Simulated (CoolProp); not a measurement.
The numbers come from the reference Helmholtz-energy equation of state, Lemmon and Jacobsen 2000 in CoolProp.

**Question.** Give the vapour pressure (MPa), vapour density (kg/m³), surface tension (mN/m), liquid viscosity (µPa s) of saturated R143a at 215.5, 228.4 K.

**Answer.** 
```tsv
T (K)	p (MPa)	vapour density (kg/m³)	surface tension (mN/m)	liquid viscosity (µPa s)
215.5	0.0602	2.93	15.9	241
228.4	0.114	5.32	13.9	213
```

Viscosity comes from a separate model (Klein 1997), an estimate that may be off by 10 % or more. Surface tension comes from a separate correlation (Mulero 2014).
